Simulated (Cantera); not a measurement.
What does this Cantera script print?

```python
import numpy as np
import cantera as ct

gas = ct.Solution("gri30.yaml", transport_model="multicomponent")
show = ['CH4', 'CO2', 'NO']

rows = []
print(f"{'T/K':>7s}{'rho':>11s}{'cp':>10s}{'mu':>11s}{'lambda':>11s}{'Pr':>7s}" + "".join(f"{'D_' + s:>11s}" for s in show))
for T in [400, 600, 800, 1000, 1200, 1400]:
    gas.TPX = T, 2800, {'CO': 0.9, 'C3H8': 0.98, 'CH3OH': 0.14}
    Pr = gas.cp_mass * gas.viscosity / gas.thermal_conductivity
    D = [gas.mix_diff_coeffs_mole[gas.species_index(s)] for s in show]
    rows.append([gas.density, gas.cp_mass, gas.viscosity, gas.thermal_conductivity, Pr, *D])
    print(f"{T:7g}{gas.density:11.4e}{gas.cp_mass:10.1f}{gas.viscosity:11.4e}"
          f"{gas.thermal_conductivity:11.4e}{Pr:7.3f}" + "".join(f"{d:11.4e}" for d in D))
print("SI units: kg/m3, J/kg/K, Pa s, W/m/K, m2/s")
```

Result:

```
    T/K        rho        cp         mu     lambda     Pr      D_CH4      D_CO2       D_NO
    400 3.0388e-02    1726.1 1.4257e-05 3.0653e-02  0.803 9.7338e-04 6.5818e-04 8.7170e-04
    600 2.0259e-02    2233.9 1.9869e-05 5.3959e-02  0.823 2.0019e-03 1.3814e-03 1.7730e-03
    800 1.5194e-02    2628.5 2.4711e-05 7.8251e-02  0.830 3.2934e-03 2.2974e-03 2.9006e-03
   1000 1.2155e-02    2928.6 2.9035e-05 1.0205e-01  0.833 4.8180e-03 3.3825e-03 4.2301e-03
   1200 1.0129e-02    3137.2 3.2987e-05 1.2406e-01  0.834 6.5561e-03 4.6214e-03 5.7452e-03
   1400 8.6822e-03    3309.5 3.6659e-05 1.4535e-01  0.835 8.4935e-03 6.0028e-03 7.4339e-03
SI units: kg/m3, J/kg/K, Pa s, W/m/K, m2/s
```

Cantera simulation using GRI-Mech 3.0 (53 species, 325 reactions); the numbers are that mechanism's predictions, not measurements. Polar gases are described roughly by these parameters. The composition is frozen, though it would react at the higher temperatures.
